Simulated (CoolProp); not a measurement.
Saturation properties of propylene glycol (Tc = 400.8 °C, pc = 7.292 MPa, ω = 0.327).

Computed with CoolProp (reference Helmholtz-energy equation of state, Eisenbach 2021).

```tsv
T (°C)	p (MPa)	liquid density (kg/m³)	vapour density (kg/m³)	enthalpy of vaporisation (kJ/kg)
52.25	0.0001584	1012	0.004456	837.9
78.95	0.0009193	990.3	0.02391	810.1
105.55	0.003944	968.3	0.09548	783.2
132.25	0.01349	945.1	0.3058	756.6
158.95	0.03834	920.7	0.8200	729.8
185.55	0.09370	894.8	1.906	702.3
212.25	0.2039	866.9	3.980	673.0
238.85	0.4018	836.6	7.607	641.0
265.55	0.7334	803.2	13.64	605.0
292.15	1.253	765.9	23.26	563.3
318.85	2.035	722.7	38.52	512.7
```

It boils at 188.1 °C under 1 atm.
